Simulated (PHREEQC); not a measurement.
## Acid rinse or clean: an equilibrium model

Make-up at 35 °C: 0.0071 mol HNO3 and 0.21 mol KCl per kg of water. Closed to the air; pH follows from the charge balance.

All values are PHREEQC results (ion-association model, phreeqc.dat), not measurements.

Each row changes one thing in this solution. Precipitation was switched off in this run.

```csv
case,pH,ionic strength (mol/kgw),SI of Sylvite (KCl)
as made,2.25,0.217,-2.61
KCl from 0.21 to 0.231 mol/kgw,2.25,0.238,-2.54
diluted 5-fold with water,2.92,[?],-3.87
HNO3 replaced by Zn(NO3)2 at the same molality,5.51,[?],-2.62
KCl from 0.21 to 0.105 mol/kgw,2.24,0.112,-3.15
0.02 mol/kgw CdSO4 added,2.40,[?],-2.68
0.071 mol/kgw K3PO4 added,11.62,0.588,-2.40
```

### Question
Complete the blanks.

### Answer

- diluted 5-fold with water, ionic strength (mol/kgw): 0.0434
- HNO3 replaced by Zn(NO3)2 at the same molality, ionic strength (mol/kgw): 0.228
- 0.02 mol/kgw CdSO4 added, ionic strength (mol/kgw): 0.240

Species that the database lacks are ignored.
